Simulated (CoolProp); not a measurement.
Vapour-liquid equilibrium of n-hexane (1) + m-xylene (2) at 0.493 MPa; x and y are mole fractions of (1).

Values from CoolProp's multi-fluid Helmholtz-energy mixture model, Thol 2019 and Zhou 2012; pair parameters Bell 2016.

| x | bubble temperature, mixture model (°C) | bubble temperature, Raoult's law (°C) | y, mixture model | y, Raoult's law |
|---|---|---|---|---|
| 0.05 | 202.2 | 201.5 | 0.160 | 0.188 |
| 0.15 | 187.8 | 187.6 | 0.418 | 0.450 |
| 0.25 | 175.0 | 176.3 | 0.598 | 0.619 |
| 0.35 | 164.3 | 166.8 | 0.719 | 0.733 |
| 0.45 | 155.8 | 158.8 | 0.799 | 0.813 |
| 0.55 | 149.1 | 151.9 | 0.854 | 0.871 |
| 0.65 | 143.7 | 145.8 | 0.895 | 0.914 |
| 0.75 | 139.1 | 140.4 | 0.927 | 0.947 |
| 0.85 | 135.1 | 135.7 | 0.956 | 0.972 |
| 0.95 | 131.3 | 131.4 | 0.985 | 0.992 |

The largest gap from Raoult's law is -3.0 K in bubble temperature, at x = 0.45. No azeotrope shows between x = 0.05 and 0.95.

The pair parameters rest on a limited set of measurements; away from them the model extrapolates. The gap from Raoult's law changes sign with composition, which may be real or a fault of the pair parameters; it wasn't checked against measurements.
